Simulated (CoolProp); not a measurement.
Computed with CoolProp (reference Helmholtz-energy equation of state, Thol 2021).

Problem. For chlorine, give the phase and the Z, cp (kJ/(kg K)), speed of sound (m/s), expansivity (1/kK) at 161.75 °C and 44.4 bar; 161.75 °C and 200 bar.

Solution. 
- 161.75 °C and 44.4 bar: gas; Z 0.814, cp 0.735, speed of sound 231, expansivity 4.47
- 161.75 °C and 200 bar: supercritical; Z 0.392, cp 1.13, speed of sound 453, expansivity 4.16
